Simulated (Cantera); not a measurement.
Input (Python, Cantera):

```python
import numpy as np
import cantera as ct

gas = ct.Solution("gri30.yaml")
gas.TPX = 1950, 1700, {'CH4': 1, 'N2': 17}
reactor = ct.IdealGasConstPressureReactor(gas, energy="off", clone=False)
net = ct.ReactorNet([reactor])
net.rtol, net.atol = 1e-08, 1e-18
show = ['CH4', 'C2H6', 'H2', 'C2H2', 'HCN', 'C2H4']
times = np.geomspace(0.0006, 10, 15)

steps = ct.SolutionArray(gas, extra=["t"])
rows = []
print(f"{'t/s':>10s}{'T/K':>9s}{'P/Pa':>11s}" + "".join(f"{s:>11s}" for s in show))
for t in times:
    while net.time < t:
        t_next = net.step()
        steps.append(gas.state, t=t_next)
    rows.append([np.interp(t, steps.t, y) for y in (steps.T, steps.P, *steps(*show).X.T)])
    print(f"{t:10.3e}{rows[-1][0]:9.1f}{rows[-1][1]:11.4g}" + "".join(f"{x:11.3e}" for x in rows[-1][2:]))
rate = np.gradient(steps.T, steps.t)
print("integrator steps:", len(steps.t))
if steps.T.max() > steps.T[0] + 200:
    print(f"time of steepest temperature rise: {steps.t[rate.argmax()]:.4e} s")
gas.TPX = 1950, 1700, {'CH4': 1, 'N2': 17}
gas.equilibrate("TP")
print(f"equilibrium (TP): T = {gas.T:.1f} K  " + "  ".join(f"{s} {gas[s].X[0]:.3e}" for s in show))
```

Result:

```
       t/s      T/K       P/Pa        CH4       C2H6         H2       C2H2        HCN       C2H4
 6.000e-04   1950.0       1700  5.521e-02  3.385e-08  1.652e-04  5.235e-08  5.297e-11  1.861e-06
 1.201e-03   1950.0       1700  5.484e-02  1.650e-07  3.608e-04  9.274e-07  3.560e-10  1.567e-05
 2.406e-03   1950.0       1700  5.393e-02  7.084e-07  9.366e-04  1.550e-05  2.786e-09  1.213e-04
 4.818e-03   1950.0       1700  5.092e-02  2.582e-06  3.525e-03  2.462e-04  3.363e-08  7.920e-04
 9.647e-03   1950.0       1700  4.005e-02  5.580e-06  1.623e-02  3.056e-03  5.202e-07  2.694e-03
 1.932e-02   1950.0       1700  2.149e-02  3.393e-06  4.450e-02  1.346e-02  4.015e-06  1.499e-03
 3.868e-02   1950.0       1700  9.097e-03  8.941e-07  6.433e-02  2.112e-02  1.277e-05  2.791e-04
 7.746e-02   1950.0       1700  3.174e-03  1.705e-07  7.352e-02  2.447e-02  2.827e-05  4.586e-05
 1.551e-01   1950.0       1700  8.977e-04  2.264e-08  7.698e-02  2.574e-02  5.341e-05  6.039e-06
 3.106e-01   1950.0       1700  2.201e-04  2.166e-09  7.792e-02  2.611e-02  8.992e-05  9.008e-07
 6.220e-01   1950.0       1700  4.699e-05  1.465e-10  7.802e-02  2.619e-02  1.309e-04  3.813e-07
 1.245e+00   1950.0       1700  6.072e-06  3.495e-12  7.788e-02  2.619e-02  1.612e-04  3.269e-07
 2.494e+00   1950.0       1700  4.285e-07  8.046e-14  7.770e-02  2.619e-02  1.691e-04  3.131e-07
 4.994e+00   1950.0       1700  2.348e-07  6.498e-14  7.763e-02  2.618e-02  1.705e-04  3.086e-07
 1.000e+01   1950.0       1700  2.125e-07  6.366e-14  7.762e-02  2.618e-02  1.729e-04  3.082e-07
integrator steps: 1548
equilibrium (TP): T = 1950.0 K  CH4 5.240e-07  C2H6 4.621e-14  H2 7.763e-02  C2H2 4.741e-03  HCN 4.305e-02  C2H4 5.582e-08
```

Cantera simulation using GRI-Mech 3.0 (53 species, 325 reactions); the numbers are that mechanism's predictions, not measurements. GRI-Mech 3.0 stops at C3 and has no aromatics, soot or wall deposition, so with more carbon than oxygen in the feed, carbon stays in small species such as C2H2 where larger ones or solid carbon would form. Radical loss at walls, strong at low pressure, is not modelled.
